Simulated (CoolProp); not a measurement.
Saturation properties of C2F6 (R116).

The numbers come from the reference Helmholtz-energy equation of state, Lemmon 2006 in CoolProp. It is a short technical equation, of lower accuracy than the large ones.

| T (°C) | p (MPa) | vapour Z | surface tension (mN/m) | liquid conductivity (mW/(m K)) |
|---|---|---|---|---|
| -88.95 | 0.05430 | 0.9711 | ? | 80.5 |
| -83.15 | 0.07656 | ? | 11.7 | 78.2 |
| -77.35 | 0.1054 | 0.9536 | 11.0 | 75.8 |
| -71.65 | 0.1414 | 0.9429 | 10.2 | 73.5 |
| -65.85 | 0.1872 | 0.9305 | 9.40 | 71.2 |
| -60.15 | 0.2423 | 0.9166 | 8.64 | 69.0 |
| -54.35 | 0.3104 | 0.9008 | 7.88 | 66.7 |
| -48.65 | 0.3904 | 0.8835 | 7.15 | 64.4 |
| -42.85 | 0.4869 | ? | 6.41 | 62.2 |
| -37.15 | 0.5980 | 0.8426 | 5.70 | 59.9 |
| -31.35 | 0.7294 | 0.8186 | 5.00 | ? |
| -25.65 | 0.8782 | 0.7925 | 4.32 | 55.3 |
| -19.85 | 1.052 | 0.7632 | 3.65 | 52.9 |
| -14.05 | 1.250 | 0.7305 | 3.00 | 50.5 |

Task: Complete the blanks.

Result: 
- -88.95, surface tension (mN/m): 12.6
- -83.15, vapour Z: 0.9630
- -42.85, vapour Z: 0.8639
- -31.35, liquid conductivity (mW/(m K)): 57.6

It boils at -78.1 °C under 1 atm.

Thermal conductivity comes from a separate model (Huber 2003), an estimate that may be off by 10 % or more. Surface tension comes from a separate correlation (Mulero 2012).
